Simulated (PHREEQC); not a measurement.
**Ultrapure water in contact with air or piping**

Synthetic water in mg/L, 32 °C, pH 5.66, pe 2.8:

```tsv
constituent	mg/L
Na	0.615
K	0.00245
Ca	0.34
Mg	0.178
Cl	0.547
S(6) as SO4	0.374
Alkalinity as HCO3	2.16
Si as SiO2	0.0332
B	0.000216
Br	0.00406
```

Valence states are taken as typed.

All values are PHREEQC results (ion-association model, wateq4f.dat), not measurements.

Each row changes one thing in this solution. No solid was allowed to form.

```
case                                               MgSO4 (mol/kgw)  CaSO4 (mol/kgw)  CaHCO3+ (mol/kgw)  HSO4- (mol/kgw)  H3SiO4- (mol/kgw)  MgOH+ (mol/kgw)  SI of Quartz (SiO2)
-------------------------------------------------  ---------------  ---------------  -----------------  ---------------  -----------------  ---------------  -------------------
as made                                                    7.29e-9          6.42e-9            4.27e-9         9.35e-10           4.75e-11         2.18e-11                -2.38
Br from 0.00406 to 0.0122 mg/L                             7.29e-9          6.42e-9            4.27e-9         9.35e-10           4.75e-11         2.18e-11                -2.38
Ca from 0.34 to 0.68 mg/L                                  7.22e-9          1.27e-8            8.51e-9         9.31e-10           4.75e-11         2.17e-11                -2.38
temperature from 32 to 40 °C at the same typed pH          8.81e-9          6.87e-9            4.60e-9          1.13e-9           6.05e-11         4.27e-11                -2.49
```

Species that the database lacks are ignored. At this temperature some constants are extrapolated from 25 °C, and those without enthalpy data are left unchanged.
